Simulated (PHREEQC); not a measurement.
Dissolve 0.0025 mol/kgw FeSO4 and 0.00026 mol/kgw KCl at 25 °C. Closed to the air; pH follows from the charge balance.

The numbers come from PHREEQC with the ion-association model, wateq4f.dat.

Precipitation was switched off in this run.

**Question.** Order these S species by the share of S that they hold, largest first: KSO4-, FeSO4, SO4-2.

**Answer.** SO4-2 (85 %), FeSO4 (15 %), KSO4- (0.10 %)

The pH is 6.19 and the ionic strength 0.00875 mol/kgw.
